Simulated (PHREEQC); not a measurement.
AlCl3 is added in steps, without added water, to 1 kg of water holding 3.3 mmol/kgw Cu(NO3)2 and 0.2 mmol/kgw HCl, at 80 °C. Oxygen is held at 0.21 atm. The system is closed to CO2. Only these solids could form: Al(OH)3(a), Cu(OH)2, Atacamite, Cu2(OH)3NO3.

Base run: PHREEQC, ion-association model, wateq4f.dat. Each further column changes one thing. The table gives AlOH+2 (mol/kgw).

```json
[
 {"AlCl3 added (mol)": "0", "base": "0", "Debye-Hückel limiting law": "0", "metal-ligand complexes left out": "0", "all activity coefficients set to 1": "0", "database phreeqc.dat": "0"},
 {"AlCl3 added (mol)": "0.0006188", "base": "0.000146", "Debye-Hückel limiting law": "…", "metal-ligand complexes left out": "0.000146", "all activity coefficients set to 1": "0.000170", "database phreeqc.dat": "0.000146"},
 {"AlCl3 added (mol)": "0.001238", "base": "0.000245", "Debye-Hückel limiting law": "0.000215", "metal-ligand complexes left out": "0.000245", "all activity coefficients set to 1": "0.000293", "database phreeqc.dat": "0.000245"},
 {"AlCl3 added (mol)": "0.001856", "base": "0.000325", "Debye-Hückel limiting law": "0.000278", "metal-ligand complexes left out": "0.000325", "all activity coefficients set to 1": "0.000395", "database phreeqc.dat": "0.000325"},
 {"AlCl3 added (mol)": "0.002475", "base": "0.000394", "Debye-Hückel limiting law": "0.000329", "metal-ligand complexes left out": "0.000394", "all activity coefficients set to 1": "0.000485", "database phreeqc.dat": "0.000394"},
 {"AlCl3 added (mol)": "0.003094", "base": "0.000455", "Debye-Hückel limiting law": "0.000371", "metal-ligand complexes left out": "0.000454", "all activity coefficients set to 1": "…", "database phreeqc.dat": "0.000455"},
 {"AlCl3 added (mol)": "0.003506", "base": "0.000492", "Debye-Hückel limiting law": "0.000396", "metal-ligand complexes left out": "0.000492", "all activity coefficients set to 1": "0.000616", "database phreeqc.dat": "0.000492"},
 {"AlCl3 added (mol)": "0.004125", "base": "0.000545", "Debye-Hückel limiting law": "…", "metal-ligand complexes left out": "0.000544", "all activity coefficients set to 1": "0.000686", "database phreeqc.dat": "0.000545"},
 {"AlCl3 added (mol)": "0.004744", "base": "0.000593", "Debye-Hückel limiting law": "0.000458", "metal-ligand complexes left out": "0.000592", "all activity coefficients set to 1": "0.000753", "database phreeqc.dat": "0.000593"},
 {"AlCl3 added (mol)": "0.005363", "base": "0.000638", "Debye-Hückel limiting law": "0.000483", "metal-ligand complexes left out": "0.000638", "all activity coefficients set to 1": "…", "database phreeqc.dat": "0.000638"},
 {"AlCl3 added (mol)": "0.005981", "base": "0.000681", "Debye-Hückel limiting law": "0.000505", "metal-ligand complexes left out": "0.000680", "all activity coefficients set to 1": "0.000875", "database phreeqc.dat": "0.000681"},
 {"AlCl3 added (mol)": "0.0066", "base": "0.000722", "Debye-Hückel limiting law": "0.000525", "metal-ligand complexes left out": "0.000721", "all activity coefficients set to 1": "0.000932", "database phreeqc.dat": "0.000722"}
]
```

Q: What belongs in the gaps?

A: 
- 0.0006188, Debye-Hückel limiting law: 0.000131
- 0.003094, all activity coefficients set to 1: 0.000565
- 0.004125, Debye-Hückel limiting law: 0.000429
- 0.005363, all activity coefficients set to 1: 0.000815

At this temperature some constants are extrapolated from 25 °C, and those without enthalpy data are left unchanged. phreeqc.dat and wateq4f.dat share most of their constants, so their agreement is no independent check. Solids allowed in the column 'database phreeqc.dat': Al(OH)3(a).
